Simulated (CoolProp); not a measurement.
Isohexane at several states: fugacity coefficient from the reference equation and from simpler models built on Tc = 224.6 °C, pc = 3043 kPa, ω = 0.280; each cubic takes its own stable root.

The numbers come from the reference Helmholtz-energy equation of state, Lemmon 2006 in CoolProp. It is a short technical equation, of lower accuracy than the large ones.

```tsv
T (°C)	p (kPa)	phase	reference	van der Waals	Redlich-Kwong	Peng-Robinson
100.25	1130	liquid	…	0.6494	0.3780	…
-52.65	3490	liquid	…	0.01452	…	…
-117.05	320	liquid	2.605e-7	0.005148	1.651e-6	…
105.05	2570	liquid	0.1356	0.3364	…	0.1356
```

Q: What belongs in the gaps?

A: 
- 100.25, reference: 0.2587
- 100.25, Peng-Robinson: 0.2592
- -52.65, reference: 0.0001012
- -52.65, Redlich-Kwong: 0.0004014
- -52.65, Peng-Robinson: 0.0001123
- -117.05, Peng-Robinson: 4.156e-7
- 105.05, Redlich-Kwong: 0.1962
